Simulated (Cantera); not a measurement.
Input: 1 mol C2H6, 0.43 mol CO2, equilibrated at 623.15 K and 10000 Pa.

These are equilibrium values from Cantera (NASA tables, ideal gas, pure condensed phases), not measurements of a reactor. Candidate condensed phases: C, C6H6, C7H8, C8H18, H2O; 110 gas species. Rates play no part.

Base state: CH4 0.379, H2O 0.310, H2 0.273, CO2 0.0365, CO 0.00152 (mole fractions); condensed: C(graphite).

Task: What changes in the equilibrium state with this change: CO2 from 0.43 to 0.037 mol?

Result: 
```csv
species,before,after
CH4,0.379,0.613
H2,0.273,0.348
H2O,0.310,0.0389
CO2,0.0365,0.000355
CO,0.00152,0.000150
"C(graphite), mol",1.50,0.896
```
